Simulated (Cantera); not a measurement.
Input: 1 mol SiO2, 2.5 mol CO, 6.5 mol N2, at 1698.15 K.

Cantera equilibrium calculation (NASA polynomials, part measured and part estimated; ideal gas, pure solids and liquids). Candidate condensed phases: C, Si, SiC, SiO2, Si2N2O, Si3N4; 34 gas species. Mutual solubility and eutectic melting of coexisting phases are not modelled. The tables hold silica as quartz up to 1696 K and as liquid above; real silica turns to tridymite and cristobalite and melts near 1996 K. The numbers say what is thermodynamically allowed, not how fast it happens.

Problem. Which condensed phases are stable at each of these points (P (Pa)): 10, 42, 180, 750, 3200, 13000, 56000, 240000, 1000000?

Solution. 
```tsv
P (Pa)	condensed phases	Si condensed (%)
10	SiO2(condensed)	87.0
42	SiO2(condensed)	93.6
180	SiO2(condensed)	96.9
750	SiO2(condensed)	98.5
3200	SiO2(condensed)	99.3
13000	SiO2(condensed)	99.6
56000	SiO2(condensed)	99.8
240000	SiO2(condensed) + Si2N2O(s)	99.9
1000000	SiO2(condensed) + Si2N2O(s)	100.0
```

From 10.0 Pa to 56000 Pa the condensed part is SiO2(condensed). From 240000 Pa to 1000000 Pa the condensed part is SiO2(condensed) + Si2N2O(s).
